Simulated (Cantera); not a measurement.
**Silicon oxide and oxynitride deposition: HMDSO + CO2**

Input: 1 mol HMDSO, 1.1 mol CO2, at 0.360 bar.

Cantera equilibrium calculation (NASA polynomials, part measured and part estimated; ideal gas, pure solids and liquids). Candidate condensed phases: C, C6H6, C7H8, C8H18, H2O, Si, SiC, SiO2; 123 gas species. The feed counts by its element totals alone. Mutual solubility and eutectic melting of coexisting phases are not modelled. The tables hold silica as quartz up to 1696 K and as liquid above; real silica turns to tridymite and cristobalite and melts near 1996 K. The numbers say what is thermodynamically allowed, not how fast it happens.

```
T (K)  log p H2  log p CO  log p CH4  log p SiO  log p H2O  log p H  log p C2H2 (acetylene)  n C(graphite)  n SiC(s)  n SiO2(β-quartz)
-----  --------  --------  ---------  ---------  ---------  -------  ----------------------  -------------  --------  ----------------
1175      -0.45     -4.54      -2.61      -8.01      -6.45    -7.13                   -7.64           6.64     0.400              1.60
1200      -0.45     -4.26      -2.69      -7.66      -6.30    -6.93                   -7.43           6.65     0.401              1.60
1225      -0.45     -4.00      -2.77      -7.32      -6.15    -6.73                   -7.24           6.65     0.401              1.60
1250      -0.45     -3.74      -2.85      -6.99      -6.01    -6.54                   -7.04           6.66     0.402              1.60
1275      -0.45     -3.49      -2.92      -6.68      -5.87    -6.36                   -6.86           6.66     0.404              1.60
1300      -0.45     -3.25      -3.00      -6.38      -5.74    -6.18                   -6.69           6.65     0.407              1.59
1325      -0.45     -3.03      -3.06      -6.09      -5.61    -6.01                   -6.52           6.64     0.412              1.59
1350      -0.45     -2.81      -3.13      -5.82      -5.49    -5.85                   -6.35           6.62     0.420              1.58
1375      -0.45     -2.59      -3.20      -5.55      -5.38    -5.69                   -6.20           6.59     0.432              1.57
1400      -0.45     -2.39      -3.26      -5.29      -5.27    -5.54                   -6.05           6.53     0.451              1.55
1425      -0.45     -2.20      -3.33      -5.05      -5.16    -5.39                   -5.90           6.44     0.481              1.52
```
log p: log10 of the partial pressure in bar; n: condensed amount in mol.

From 1175 K to 1425 K the condensed part is C(graphite) + SiC(s) + SiO2(β-quartz). The main Si-bearing gas is SiO throughout.
